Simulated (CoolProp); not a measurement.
Values from CoolProp's reference Helmholtz-energy equation of state, de Reuck 1993.

Give the vapour pressure (kPa), vapour density (kg/m³), vapour viscosity (µPa s) of saturated methanol at 378.1, 411.6 K.


```tsv
T (K)	p (kPa)	vapour density (kg/m³)	vapour viscosity (µPa s)
378.1	412	4.69	11.9
411.6	1050	11.9	12.8
```

Viscosity comes from a separate model (Xiang 2006).
